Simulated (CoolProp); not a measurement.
Vapour-liquid equilibrium of R125 (1) + R236FA (2) at 212.2 K; x and y are mole fractions of (1).

Computed with CoolProp (multi-fluid Helmholtz-energy mixture model, Lemmon 2005 and Pan 2012; pair parameters Bell 2016).

```csv
x,bubble pressure (MPa),y at the bubble point,dew pressure at overall composition x (MPa),liquid density (mol/L)
0.05,0.006040,0.447,0.003681,10.75
0.125,0.009771,0.683,0.003975,10.91
0.2,0.01344,0.788,0.004319,11.07
0.275,0.01705,[?],0.004729,11.24
0.35,0.02063,0.886,0.005225,11.40
0.425,0.02418,0.914,0.005837,11.57
0.5,0.02772,0.934,0.006610,11.75
0.575,0.03124,0.950,[?],11.92
0.65,0.03477,0.962,0.008990,12.10
0.725,0.03831,0.973,0.01096,12.29
0.8,[?],0.982,0.01402,[?]
0.875,0.04544,[?],0.01943,12.67
0.95,0.04906,0.996,0.03134,12.86
```

Q: What belongs in the gaps?

A: 
- 0.275, y at the bubble point: 0.848
- 0.575, dew pressure at overall composition x (MPa): 0.007619
- 0.8, bubble pressure (MPa): 0.04186
- 0.8, liquid density (mol/L): 12.47
- 0.875, y at the bubble point: 0.989

No azeotrope shows between x = 0.05 and 0.95.

The pair parameters rest on a limited set of measurements; away from them the model extrapolates.
